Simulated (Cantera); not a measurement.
An isothermal, constant-pressure homogeneous reactor starts with 87.6 % N₂O, 7.18 % O₂, 5.25 % H₂O, at 1273 K and 233 Torr.

Detailed kinetics in Cantera: GRI-Mech 3.0 (53 species, 325 reactions). GRI-Mech 3.0 was tuned for natural gas; its chemistry of N2O as a main component is partial and can be far from experiment. The mechanism lacks the step 2 NO + O2 → 2 NO2, which can matter for NO2 below about 1400 K. The temperature is held fixed by assumption; the heat of reaction is taken as removed at once.

Q: Predict: x(N₂O) at 20.0 s; x(O₂) at 20.0 s; x(NO) at 20.0 s; x(NO₂) at 20.0 s; x(O) at 20.0 s; x(N₂) at 20.0 s.

A: 
```json
{
 "x(N₂O) at 20.0 s": "2.87e-5 (gas-phase equilibrium 1.25e-8)",
 "x(O₂) at 20.0 s": "0.325 (gas-phase equilibrium 0.354)",
 "x(NO) at 20.0 s": "0.0582 (gas-phase equilibrium 0.000380)",
 "x(NO₂) at 20.0 s": "0.000484 (gas-phase equilibrium 3.32e-6)",
 "x(O) at 20.0 s": "1.12e-7 (gas-phase equilibrium 1.16e-7)",
 "x(N₂) at 20.0 s": "0.580 (gas-phase equilibrium 0.609)"
}
```
